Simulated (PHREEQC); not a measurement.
Solution (25 °C): 0.0017 mol ZnSO4, 0.14 mol Na2SO4 and 0.00087 mol H2SO4 per kg of water. Closed to the air; pH follows from the charge balance.

The numbers come from PHREEQC with the ion-association model, phreeqc.dat.

This is a speciation only: nothing precipitates in the calculation.

Estimate the pH.

pH 3.43.

In which forms is Zn present?

ZnSO4 39 %, Zn(SO4)2-2 31 %, Zn+2 30 % of the Zn.
